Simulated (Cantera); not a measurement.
Feed: 1 mol CaO, 8.1 mol HCl, 13 mol N₂, at 1025 °C and 1.40 mbar.

Equilibrium computed with Cantera from the NASA thermochemical tables; the gas is ideal and each condensed phase is pure. Candidate condensed phases: Ca, CaCl₂, CaO, Ca(OH)₂, H₂O, NH₄Cl; 36 gas species. Condensed phases not in the tables: oxide chlorides. The numbers say what is thermodynamically allowed, not how fast it happens.

Base state: N₂ 0.621, HCl 0.291, H₂O 0.0478, CaCl₂ 0.0398, Cl 0.000461, H₂ 0.000234 (mole fractions); condensed: CaCl₂(l).

### Question
What changes in the equilibrium state with this change: 0.01 mol O₂ added?

### Answer
```json
[
 {"species": "N₂", "before": "0.621", "after": "0.620"},
 {"species": "HCl", "before": "0.291", "after": "0.289"},
 {"species": "H₂O", "before": "0.0478", "after": "0.0486"},
 {"species": "Cl", "before": "0.000461", "after": "0.00171"},
 {"species": "CaCl₂", "before": "0.0398", "after": "0.0398"},
 {"species": "O₂", "before": "2.11e-7", "after": "4.18e-5"},
 {"species": "H₂", "before": "0.000234", "after": "1.69e-5"},
 {"species": "Cl₂", "before": "2.00e-6", "after": "2.74e-5"},
 {"species": "CaCl₂(l), mol", "before": "0.167", "after": "0.166"}
]
```

### Question
What changes in the equilibrium state with this change: CaO replaced by MgO?

### Answer
```csv
species,before,after
N₂,0.621,0.616
HCl,0.291,0.361
MgCl₂,0,0.0113
CaCl₂,0.0398,0
H₂O,0.0478,0.0113
Cl,0.000461,0.000533
H₂,0.000234,0.000269
"CaCl₂(l), mol",0.167,0
"MgO(s), mol",0,0.762
```
Further candidate phases: Mg, MgCl₂, MgO, Mg(OH)₂.
